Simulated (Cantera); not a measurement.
An isothermal, constant-pressure homogeneous reactor starts with 3.74 % CH₄, 96.0 % H₂, 0.230 % N₂, at 2548 K and 0.0132 atm.

Computed with Cantera and GRI-Mech 3.0 (53 species, 325 reactions). GRI-Mech 3.0 stops at C3 and has no aromatics, soot or wall deposition, so with more carbon than oxygen in the feed, carbon stays in small species such as C2H2 where larger ones or solid carbon would form. Radical loss at walls, strong at low pressure, is not modelled.

One state of this run: x CH₄ = 1.26e-6; x H₂ = 0.749; x C₂H₆ = <1e-12; x H = 0.234; x C₂H₂ = 0.0149; x HCN = 0.00123. x: mole fraction; the columns are a selection and need not sum to one.

Q: Which value of t (s) does it belong to?
A. 40.0
B. 0.0290
C. 0.00260
D. 0.000234

A: A, 40.0
